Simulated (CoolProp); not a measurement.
Model: reference Helmholtz-energy equation of state, Schmidt 1985, in CoolProp.

Q: Give the vapour pressure (MPa), surface tension (mN/m), liquid viscosity (µPa s) of saturated oxygen at -159.95, -143.95, -139.95 °C.

A: 
```json
[
 {"T (°C)": "-159.95", "p (MPa)": "0.673", "surface tension (mN/m)": "7.65", "liquid viscosity (µPa s)": "113"},
 {"T (°C)": "-143.95", "p (MPa)": "1.68", "surface tension (mN/m)": "4.20", "liquid viscosity (µPa s)": "79.0"},
 {"T (°C)": "-139.95", "p (MPa)": "2.04", "surface tension (mN/m)": "3.41", "liquid viscosity (µPa s)": "71.8"}
]
```

Viscosity comes from a separate model (Lemmon 2004). Surface tension comes from a separate correlation (Mulero 2012).
